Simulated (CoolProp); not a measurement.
A Linde-Hampson liquefier for CF4 (R14): isothermal reversible compression at 320 K from 1 atm to 30 MPa, throttling to 1 atm, return gas leaving the recuperator 5 K below the feed. Each further row changes one setting.

Computed with CoolProp (reference Helmholtz-energy equation of state, Platzer 1990). This equation is an older, rougher fit; its heat capacities, sound speeds and derivatives of the liquid may be far off and weren't checked against measurements.

| case | liquid yield per pass | compression work (kJ/kg of gas) |
|---|---|---|
| as stated | ? | 159 |
| warm-end temperature 350 K | ? | ? |
| warm-end gap 10 K | 0.226 | 159 |

Problem. What belongs in the gaps?

Solution. 
- as stated, liquid yield per pass: 0.238
- warm-end temperature 350 K, liquid yield per pass: 0.185
- warm-end temperature 350 K, compression work (kJ/kg of gas): 179
